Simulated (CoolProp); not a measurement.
Vapour-liquid equilibrium of dimethyl ether (1) + R236EA (2) at 0.607 MPa; x and y are mole fractions of (1).

Values from CoolProp's multi-fluid Helmholtz-energy mixture model, Wu 2011 and Rui 2013; pair parameters Bell 2016.

| x | bubble temperature (°C) | y at the bubble point | dew temperature at overall composition x (°C) | liquid density (mol/L) |
|---|---|---|---|---|
| 0.05 | 60.1 | 0.055 | 60.1 | 8.778 |
| 0.125 | 59.6 | 0.143 | 59.7 | 9.092 |
| 0.2 | 58.8 | 0.237 | 59.2 | 9.424 |
| 0.275 | 57.7 | 0.339 | 58.5 | 9.777 |
| 0.35 | 56.1 | 0.446 | 57.6 | 10.15 |
| 0.425 | 53.9 | 0.555 | 56.5 | 10.56 |
| 0.5 | 51.1 | 0.660 | 55.1 | 10.99 |
| 0.575 | 47.6 | 0.755 | 53.4 | 11.45 |
| 0.65 | 43.7 | 0.836 | 51.4 | 11.94 |
| 0.725 | 39.5 | 0.899 | 48.9 | 12.44 |
| 0.8 | 35.3 | 0.944 | 45.6 | 12.96 |
| 0.875 | 31.4 | 0.974 | 41.3 | 13.48 |
| 0.95 | 27.9 | 0.993 | 34.7 | 13.99 |

No azeotrope shows between x = 0.05 and 0.95.

The pair parameters rest on a limited set of measurements; away from them the model extrapolates.
